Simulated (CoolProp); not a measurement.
CH3F (R41) along the isobar 3970 kPa: Z from the reference equation and from simpler models built on Tc = 317.3 K, pc = 5906 kPa, ω = 0.200; each cubic takes its own stable root.

The numbers come from the reference Helmholtz-energy equation of state, Lemmon 2006 in CoolProp. It is a short technical equation, of lower accuracy than the large ones.

```csv
T (K),phase,reference
175.8,liquid,0.1001
190.6,liquid,0.09528
205.5,liquid,0.09150
220.3,liquid,0.08865
235.2,liquid,0.08666
250,liquid,0.08560
264.8,liquid,0.08563
279.7,liquid,0.08727
294.5,liquid,0.09217
309.4,gas,0.6328
324.2,gas,0.7114
339.1,gas,0.7638
353.9,gas,0.8021
368.8,gas,0.8320
```

Q: How far does each simpler model (van der Waals, Peng-Robinson) lie from the reference over these 14 states: mean and median of the absolute difference, and the worst?

A: 
- van der Waals: mean 96.0 %, median 86.3 %, worst +616.6 % at 294.5 K and 3970 kPa
- Peng-Robinson: mean 9.2 %, median 11.6 %, worst +20.4 % at 294.5 K and 3970 kPa

At some of these states van der Waals gives the other phase, because its saturation line lies elsewhere.
